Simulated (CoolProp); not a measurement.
Properties of R245ca along the isobar 5.97 MPa.

Values from CoolProp's reference Helmholtz-energy equation of state, Zhou 2016.

| T (°C) | phase | speed of sound (m/s) | isothermal compressibility (1/MPa) |
|---|---|---|---|
| 1.65 | liquid | 862.2 | 0.001271 |
| 9.55 | liquid | 830.6 | 0.001385 |
| 17.45 | liquid | 799.3 | 0.001512 |
| 25.25 | liquid | 768.7 | … |
| 33.15 | liquid | 738.1 | 0.001816 |
| 40.95 | liquid | 708.2 | 0.001998 |
| 48.85 | liquid | 678.2 | 0.002209 |
| 56.75 | liquid | 648.5 | 0.002451 |
| 64.55 | liquid | 619.5 | 0.002728 |
| 72.45 | liquid | … | 0.003055 |
| 80.25 | liquid | 561.7 | … |
| 88.15 | liquid | 532.9 | 0.003890 |
| 96.05 | liquid | 504.2 | 0.004439 |
| 103.85 | liquid | 475.9 | 0.005098 |
| 111.75 | liquid | 447.2 | 0.005924 |
| 119.55 | liquid | 418.7 | 0.006951 |

### Question
Complete the blanks.

### Answer

- 25.25, isothermal compressibility (1/MPa): 0.001654
- 72.45, speed of sound (m/s): 590.3
- 80.25, isothermal compressibility (1/MPa): 0.003434
